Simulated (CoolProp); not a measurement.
Saturation properties of CF4 (R14) (Tc = 227.4 K, pc = 37.62 bar, ω = 0.178).

Computed with CoolProp (reference Helmholtz-energy equation of state, Platzer 1990). This equation is an older, rougher fit; its heat capacities, sound speeds and derivatives of the liquid may be far off and weren't checked against measurements.

```
T (K)  p (bar)  vapour Z  surface tension (mN/m)  liquid viscosity (µPa s)
-----  -------  --------  ----------------------  ------------------------
132.9   0.3924    0.9832                    14.3                       298
139.6   0.6761    0.9744                    13.0                       259
146.4    1.109    0.9626                    11.8                       228
153.1    1.721    0.9479                    10.6                       203
159.8    2.564    0.9298                    9.41                       181
166.5    3.688    0.9080                    8.27                       163
173.3    5.172    0.8820                    7.14                       147
180      7.030    0.8521                    6.07                       133
186.7    9.339    0.8176                    5.02                       120
```

It boils at 145.1 K under 1 atm.

Viscosity comes from a separate model (Huber 2003), an estimate that may be off by 10 % or more. Surface tension comes from a separate correlation (Mulero 2012).
